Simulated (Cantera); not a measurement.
**Ignition delay**

Mixture: CH4 : C2H6 : C3H8 : O2 : N2 = 1 : 0.21 : 0.072 : 4.07 : 15.3 (molar parts), equivalence ratio 0.76, at 8.19 atm, adiabatic and at constant volume. Ignition delay is the time to a rise of 400 K.

Cantera simulation using GRI-Mech 3.0 (53 species, 325 reactions); the numbers are that mechanism's predictions, not measurements.

| T0 (K) | delay (ms) |
|---|---|
| 1125 | 2.27 |
| 1200 | 0.712 |
| 1275 | 0.263 |
| 1350 | 0.112 |
| 1425 | 0.0531 |
| 1500 | 0.0275 |
| 1575 | 0.0153 |
| 1650 | 0.00908 |

```
Item                                                     Value
--------------------------------------------------  ----------
apparent activation energy between 1500 and 1650 K  150 kJ/mol
```
